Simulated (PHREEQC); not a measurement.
0.016 g of hydrous ferric oxide (600 m²/g; 0.2 weak and 0.005 strong sites per Fe, Dzombak-Morel constants, diffuse double layer) in 1 kg of water with 0.001 mol/kgw of an inert sodium salt and 4.4e-08 mol/kgw CuSO4, at 25 °C; the pH is set by adding NaOH or the inert anion's acid. Oxygen alone is held at its pressure in air (log pO2 = -0.68). No CO2 enters from the air. Nothing may precipitate in this run.

Equilibrium calculation in PHREEQC: ion-association model, wateq4f.dat.

Task: Predict S sorbed (%), Cu sorbed (%), surface charge σ (C/m²) at pH = 4, 5, 10.

Result: 
| pH | S sorbed (%) | Cu sorbed (%) | surface charge σ (C/m²) |
|---|---|---|---|
| 4 | 99.9 | 0.1 | 0.117 |
| 5 | 98.8 | 6.9 | 0.050 |
| 10 | 0.0 | 99.5 | -0.015 |

The database's constant for dissolved Cu(OH)2 is higher than later reviews accept.
